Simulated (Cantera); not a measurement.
Standard-state values (1 bar) from the NASA 1993 polynomials, evaluated with Cantera. Values are per mole of reaction as written; species without (g) are pure solids or liquids, kept so even where they would boil at 1 bar.

P₄(g) + 10 OH(g) = 10 H(g) + P₄O₁₀

```csv
T (K),ΔH° (kJ),ΔS° (J/K),ΔG° (kJ),log10 K
475,[?],[?],[?],[?]
500,[?],[?],[?],[?]
525,[?],[?],[?],[?]
550,-1255.5,-679.1,-882.0,83.76
575,-1251.5,-672.0,-865.1,78.59
600,[?],[?],[?],[?]
625,-1243.0,-657.9,-831.9,69.52
650,-1238.5,-650.8,-815.5,65.53
675,-1233.8,-643.6,-799.3,61.85
```

Some entries are withheld; supply them.


- 475, ΔH° (kJ): -1266.1
- 475, ΔS° (J/K): -699.7
- 475, ΔG° (kJ): -933.7
- 475, log10 K: 102.67
- 500, ΔH° (kJ): -1262.8
- 500, ΔS° (J/K): -692.9
- 500, ΔG° (kJ): -916.3
- 500, log10 K: 95.72
- 525, ΔH° (kJ): -1259.2
- 525, ΔS° (J/K): -686.0
- 525, ΔG° (kJ): -899.1
- 525, log10 K: 89.45
- 600, ΔH° (kJ): -1247.4
- 600, ΔS° (J/K): -665.0
- 600, ΔG° (kJ): -848.4
- 600, log10 K: 73.86
